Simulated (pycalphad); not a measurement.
CALPHAD calculation (pycalphad, COST 507 light-alloy database (1999)), 1 atm. The data set is of 1999 and partly superseded. Diffusion is slow at the low end, where real alloys seldom reach equilibrium.

Molar enthalpy of Fe-12.1Si (at.%) in equilibrium (SER reference):

```tsv
T (K)	H (kJ/mol)	phases
2250	75.55	liquid
2170	72.05	liquid
2090	68.55	liquid
2010	65.05	liquid
1930	61.56	liquid
1850	58.06	liquid
1770	54.58	liquid
1730	52.89	liquid
1690	47.08	liquid + bcc
1650	35.93	bcc
1610	34.39	bcc
1530	31.35	bcc
1450	28.35	bcc
1370	25.38	bcc
1290	22.41	bcc
1210	19.44	bcc
1130	16.41	bcc
1050	13.26	bcc
970	9.62	ordered bcc (B2)
890	5.39	ordered bcc (B2)
810	1.74	ordered bcc (B2)
730	-1.47	ordered bcc (B2)
650	-4.36	ordered bcc (B2)
570	-7.00	ordered bcc (B2)
```

Cooling from 1730 K to 1650 K, across the freezing range, releases 17.0 kJ/mol, or 323 J/g. The slope is 42 J/(mol K) in the liquid and 38 J/(mol K) just below the solidus, where it includes any heat of precipitation. Liquidus 1698 K, solidus 1669 K. Changes were sought between steps of 40 K, so a narrower field can be missed.
